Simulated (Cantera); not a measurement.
An isothermal plug-flow reactor at 725 K and 2.00 bar (inlet), inlet velocity 0.25 m/s, active area per volume 130 1/m; feed CO : O₂ : N₂ : H₂O = 0.011 : 0.11 : 0.79 : 0.049 (molar parts), equivalence ratio 0.050.

Detailed kinetics in Cantera: Deutschmann's 1995 Pt surface mechanism with GRI-Mech 3.0 gas chemistry. Catalytic surfaces can have several steady states; this one follows from the mechanism file's or the stated starting coverage. Mass transfer to the wall is taken as infinitely fast.

Predict: x(CO) at z = 0.0074 m; x(O₂) at z = 0.0074 m; x(H₂O) at z = 0.0074 m; x(CO₂) at z = 0.0074 m; θ(free Pt) at the exit; θ(O*) at the exit; θ(OH*) at the exit; θ(CO*) at the exit.


```json
{
  "x(CO) at z = 0.0074 m": "0.00448",
  "x(O₂) at z = 0.0074 m": "0.111",
  "x(H₂O) at z = 0.0074 m": "0.0512",
  "x(CO₂) at z = 0.0074 m": "0.00702",
  "θ(free Pt) at the exit": "0.0139",
  "θ(O*) at the exit": "0.979",
  "θ(OH*) at the exit": "0.00618",
  "θ(CO*) at the exit": "0.00123"
}
```
